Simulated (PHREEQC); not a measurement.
Synthetic water in mg/L, 25 °C, pH 7.37, pe 10.4:

```tsv
constituent	mg/L
Na	139
K	38.2
Ca	16.5
Mg	28.5
Cl	97.6
S(6) as SO4	153
Alkalinity as HCO3	293
B	0.0331
Cd	1.11
Br	1.38
```

Valence states are taken as typed.

The numbers come from PHREEQC with the ion-association model, phreeqc.dat.

This is a speciation only: nothing precipitates in the calculation.

### Question
Predict the ionic strength, specific conductance.

### Answer
ionic strength 0.0128 mol/kgw; specific conductance 1050 µS/cm.

### Question
In which forms is S present?

### Answer
SO4-2 87 %, MgSO4 8.4 %, CaSO4 2.3 %, NaSO4- 1.7 % of the S.

Saturation is exceeded, for instance for Otavite; the values hold only as long as no solid forms. Species that the database lacks are ignored.
